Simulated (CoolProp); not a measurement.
Vapour-liquid equilibrium of n-octane (1) + m-xylene (2) at 469.1 K; x and y are mole fractions of (1).

Computed with CoolProp (multi-fluid Helmholtz-energy mixture model, Beckmüller 2019 and Zhou 2012; pair parameters Bell 2016).

| x | bubble pressure (kPa) | y at the bubble point | dew pressure at overall composition x (kPa) | liquid density (mol/L) |
|---|---|---|---|---|
| 0.05 | 386.1 | … | 383.9 | 6.427 |
| 0.2 | 409.6 | … | 402.8 | 6.098 |
| 0.35 | 431.3 | 0.415 | 422.6 | 5.793 |
| 0.5 | 451.6 | 0.563 | … | 5.508 |
| 0.65 | 470.6 | 0.701 | 463.6 | 5.243 |
| 0.8 | … | … | … | 4.996 |
| 0.95 | 505.2 | 0.958 | 504.2 | 4.765 |

Question: Some entries are withheld; supply them.

Answer: 
- 0.05, y at the bubble point: 0.068
- 0.2, y at the bubble point: 0.252
- 0.5, dew pressure at overall composition x (kPa): 443.0
- 0.8, bubble pressure (kPa): 488.4
- 0.8, y at the bubble point: 0.831
- 0.8, dew pressure at overall composition x (kPa): 484.2

No azeotrope shows between x = 0.05 and 0.95.

Pair parameters are fitted to limited data, so mixtures are less certain than the pure fluids.
